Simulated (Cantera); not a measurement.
## Carbon deposition, reforming and gasification: C2H5OH + NH3 + H2 + O2

Feed: 1 mol C2H5OH, 0.39 mol NH3, 3.8 mol H2, a varied amount of O2, at 0.0750 bar.

These are equilibrium values from Cantera (NASA tables, ideal gas, pure condensed phases), not measurements of a reactor. Candidate condensed phases: C, C6H6, C7H8, C8H18, H2O; 136 gas species. Equilibrium is a limit: real reactors are often held back by kinetics, nucleation or transport.

Question: Map the stable condensed phases over T = 648, 673, 698, 723, 748, 773, 798, 823, 848, 873, 898, 923, 948 K and n(O2) in mol = 0.13, 0.16, 0.2, 0.25, 0.31, 0.38, 0.48, 0.59, 0.74, 0.92, 1.1, 1.4, 1.8.

Answer: 
```
T in K \ n(O2) in mol
         0.13 0.16  0.2 0.25 0.31 0.38 0.48 0.59 0.74 0.92  1.1  1.4  1.8
    948     A    A    A    A    A    A    A    B    B    B    B    B    B
    923     A    A    A    A    A    A    A    B    B    B    B    B    B
    898     A    A    A    A    A    A    A    A    B    B    B    B    B
    873     A    A    A    A    A    A    A    A    B    B    B    B    B
    848     A    A    A    A    A    A    A    A    A    B    B    B    B
    823     A    A    A    A    A    A    A    A    A    A    B    B    B
    798     A    A    A    A    A    A    A    A    A    A    A    B    B
    773     A    A    A    A    A    A    A    A    A    A    A    B    B
    748     A    A    A    A    A    A    A    A    A    A    A    A    B
    723     A    A    A    A    A    A    A    A    A    A    A    A    B
    698     A    A    A    A    A    A    A    A    A    A    A    A    B
    673     A    A    A    A    A    A    A    A    A    A    A    B    B
    648     B    B    B    B    B    B    B    A    A    B    B    B    B
```
A: C; B: gas only.
